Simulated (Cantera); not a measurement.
**Halide evaporation, hydrolysis and transport: PbCl₂ + H₂ + N₂**

Charge: 1 mol PbCl₂, a varied amount of H₂, 29 mol N₂, held at 1025 °C and 0.825 Torr.

Equilibrium computed with Cantera from the NASA thermochemical tables; the gas is ideal and each condensed phase is pure. Candidate condensed phases: NH₄Cl, Pb, PbCl₂; 17 gas species. Equilibrium is a limit: real reactors are often held back by kinetics, nucleation or transport.

```
n(H₂) (mol)   x N₂      x H₂   x HCl     x Pb   x PbCl   x PbCl₂
-----------  -----  --------  ------  -------  -------  --------
0.48         0.937  0.000187  0.0306  0.00592   0.0189   0.00751
0.71         0.925   0.00192  0.0414   0.0124   0.0167   0.00281
0.94         0.915   0.00637  0.0466   0.0165   0.0137   0.00142
1.2          0.907    0.0129  0.0492   0.0188   0.0116  0.000889
1.4          0.900    0.0184  0.0502   0.0199   0.0105  0.000690
1.6          0.894    0.0239  0.0509   0.0206  0.00966  0.000565
1.9          0.886    0.0323  0.0515   0.0214  0.00872  0.000444
2.1          0.880    0.0379  0.0517   0.0217  0.00822  0.000388
2.3          0.875    0.0434  0.0518   0.0220  0.00779  0.000344
2.6          0.866    0.0517  0.0519   0.0223  0.00726  0.000294
2.8          0.861    0.0572  0.0519   0.0225  0.00695  0.000268
3            0.856    0.0626  0.0519   0.0226  0.00667  0.000246
```
x: gas mole fraction; nothing condenses.

From 0.48 mol H₂ to 3 mol H₂ nothing is condensed. The main Pb-bearing gas is PbCl at 0.48 mol H₂ and Pb at 3 mol H₂.
